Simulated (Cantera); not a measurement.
## Catalytic stagnation flow on Pt

A jet of 2.40 % CH₄, 7.42 % O₂, 90.2 % N₂, equivalence ratio 0.65 at 300 K and 0.0480 bar hits a platinum plate 5.1 cm away at a mass flux of 0.037 kg/m²/s; the plate temperature is set and raised in steps from an oxygen-covered start.

Cantera simulation using Deutschmann's 1995 Pt surface mechanism with GRI-Mech 3.0 gas chemistry; the numbers are that mechanism's predictions, not measurements. Catalytic surfaces can have several steady states; this one follows from the mechanism file's or the stated starting coverage.

```csv
plate T (K),wall x CH₄,wall x O₂,wall x H₂O,wall x OH,wall x CO,wall x CO₂,θ free Pt,θ O*
850,0.0179,0.0614,0.0113,<1e-8,5.71e-6,0.00736,0.196,0.803
900,0.0141,0.0532,0.0185,3.16e-8,6.50e-6,0.0121,0.274,0.725
950,0.0107,0.0461,0.0248,9.85e-8,6.97e-6,0.0162,0.356,0.643
1000,0.00816,0.0407,0.0294,2.63e-7,7.39e-6,0.0192,0.438,0.561
1050,0.00641,0.0370,0.0326,6.25e-7,7.96e-6,0.0213,0.516,0.483
1100,0.00520,0.0345,0.0347,1.34e-6,8.81e-6,0.0228,0.588,0.411
```
x: mole fraction at the wall; θ: surface coverage.
